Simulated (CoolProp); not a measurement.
Toluene along the isobar 4.42 MPa: density (kg/m³) from the reference equation and from simpler models built on Tc = 318.6 °C, pc = 4.126 MPa, ω = 0.266; each cubic takes its own stable root.

The numbers come from the reference Helmholtz-energy equation of state, Lemmon 2006 in CoolProp. It is a short technical equation, of lower accuracy than the large ones.

```
T (°C)          phase  reference
------  -------------  ---------
251.35         liquid      615.7
260.05         liquid      601.0
268.75         liquid      585.1
277.35         liquid      567.9
286.05         liquid      548.6
294.75         liquid      526.3
303.45         liquid      499.5
312.15         liquid      463.8
320.85  supercritical      398.0
329.45  supercritical      194.5
338.15  supercritical      159.7
346.85  supercritical      142.6
```

Task: How far does each simpler model (van der Waals, Soave-Redlich-Kwong, Peng-Robinson) lie from the reference over these 12 states: mean and median of the absolute difference, and the worst?

Result: 
- van der Waals: mean 28.6 %, median 37.6 %, worst -38.6 % at 251.35 °C and 4.42 MPa
- Soave-Redlich-Kwong: mean 14.8 %, median 15.4 %, worst -24.0 % at 320.85 °C and 4.42 MPa
- Peng-Robinson: mean 6.1 %, median 4.7 %, worst -16.8 % at 320.85 °C and 4.42 MPa
